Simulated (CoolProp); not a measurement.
Vapour-liquid equilibrium of carbon dioxide (1) + cyclopentane (2) at -1.65 °C; x and y are mole fractions of (1).

The numbers come from the multi-fluid Helmholtz-energy mixture model, Span 1996 and Gedanitz 2015; pair parameters Bell 2016 in CoolProp.

```json
[
 {"x": "0.05", "bubble pressure (kPa)": "324.4", "y at the bubble point": "0.958", "dew pressure at overall composition x (kPa)": "13.83", "liquid density (mol/L)": "11.27"},
 {"x": "0.125", "bubble pressure (kPa)": "773.0", "y at the bubble point": "0.981", "dew pressure at overall composition x (kPa)": "15.02", "liquid density (mol/L)": "11.82"},
 {"x": "0.2", "bubble pressure (kPa)": "1177", "y at the bubble point": "0.987", "dew pressure at overall composition x (kPa)": "16.44", "liquid density (mol/L)": "12.40"},
 {"x": "0.275", "bubble pressure (kPa)": "1519", "y at the bubble point": "0.989", "dew pressure at overall composition x (kPa)": "18.14", "liquid density (mol/L)": "13.02"},
 {"x": "0.35", "bubble pressure (kPa)": "1794", "y at the bubble point": "0.991", "dew pressure at overall composition x (kPa)": "20.25", "liquid density (mol/L)": "13.69"},
 {"x": "0.425", "bubble pressure (kPa)": "2004", "y at the bubble point": "0.992", "dew pressure at overall composition x (kPa)": "22.90", "liquid density (mol/L)": "14.40"},
 {"x": "0.5", "bubble pressure (kPa)": "2165", "y at the bubble point": "0.992", "dew pressure at overall composition x (kPa)": "26.34", "liquid density (mol/L)": "15.16"},
 {"x": "0.575", "bubble pressure (kPa)": "2292", "y at the bubble point": "0.993", "dew pressure at overall composition x (kPa)": "31.01", "liquid density (mol/L)": "15.97"},
 {"x": "0.65", "bubble pressure (kPa)": "2405", "y at the bubble point": "0.993", "dew pressure at overall composition x (kPa)": "37.69", "liquid density (mol/L)": "16.84"},
 {"x": "0.725", "bubble pressure (kPa)": "2525", "y at the bubble point": "0.994", "dew pressure at overall composition x (kPa)": "48.03", "liquid density (mol/L)": "17.76"},
 {"x": "0.8", "bubble pressure (kPa)": "2669", "y at the bubble point": "0.994", "dew pressure at overall composition x (kPa)": "66.18", "liquid density (mol/L)": "18.72"},
 {"x": "0.875", "bubble pressure (kPa)": "2857", "y at the bubble point": "0.996", "dew pressure at overall composition x (kPa)": "106.4", "liquid density (mol/L)": "19.72"},
 {"x": "0.95", "bubble pressure (kPa)": "3112", "y at the bubble point": "0.998", "dew pressure at overall composition x (kPa)": "271.7", "liquid density (mol/L)": "20.71"}
]
```

No azeotrope shows between x = 0.05 and 0.95.

Pair parameters are fitted to limited data, so mixtures are less certain than the pure fluids. The gap from Raoult's law changes sign with composition, which may be real or a fault of the pair parameters; it wasn't checked against measurements. With so large a gap from Raoult's law the liquid may split in two, which this calculation doesn't test in full.
